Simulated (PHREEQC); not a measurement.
Solution (25 °C): 0.0029 mol Na2SO4 per kg of water. Closed to the air; pH follows from the charge balance.

Equilibrium calculation in PHREEQC: ion-association model, phreeqc.dat.

No solid was allowed to form.

What specific conductance does the model give?

specific conductance 670 µS/cm.

In which forms is S present?

SO4-2 98 %, NaSO4- 1.9 % of the S.
